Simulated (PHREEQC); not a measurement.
0.042 g of hydrous ferric oxide (600 m²/g; 0.2 weak and 0.005 strong sites per Fe, Dzombak-Morel constants, diffuse double layer) in 1 kg of water with 0.05 mol/kgw of an inert sodium salt and 8e-05 mol NiCl2, at 25 °C; the pH is set by adding NaOH or the inert anion's acid. Oxygen alone is held at its pressure in air (log pO2 = -0.68). No CO2 enters from the air. Precipitation was switched off in this run.

Equilibrium calculation in PHREEQC: ion-association model, wateq4f.dat.

```tsv
pH	Ni sorbed (%)	surface charge σ (C/m²)	surface potential ψ (mV)
3	0.0	0.357	169
3.67	0.0	0.323	164
5	0.1	0.181	135
5.67	(withheld)	(withheld)	112
6.33	3.1	0.070	87
7.67	32.0	0.031	52
8.33	(withheld)	0.028	48
9	60.6	(withheld)	(withheld)
10.33	59.9	(withheld)	5
11	55.7	-0.022	-38
```

Problem. Fill in the missing entries.

Solution. 
- 5.67, Ni sorbed (%): 0.8
- 5.67, surface charge σ (C/m²): 0.116
- 8.33, Ni sorbed (%): 51.4
- 9, surface charge σ (C/m²): 0.025
- 9, surface potential ψ (mV): 44
- 10.33, surface charge σ (C/m²): 0.002

Along this series the solution becomes supersaturated in solids that the run did not let form, among them Ni(OH)2. The oxide is taken as insoluble; below pH 4 it would dissolve.
